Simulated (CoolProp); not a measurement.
Computed with CoolProp (reference Helmholtz-energy equation of state, Colonna 2008). It is a short technical equation, of lower accuracy than the large ones.

### Question
For dodecamethylcyclohexasiloxane (D6), give the phase and the density (kg/m³), cv (kJ/(kg K)), speed of sound (m/s), expansivity (1/kK) at 346.85 °C and 0.224 MPa; 346.85 °C and 0.385 MPa.

### Answer
- 346.85 °C and 0.224 MPa: gas; density 21.9, cv 1.94, speed of sound 95.4, expansivity 2.43
- 346.85 °C and 0.385 MPa: gas; density 42.2, cv 1.95, speed of sound 84.8, expansivity 3.55
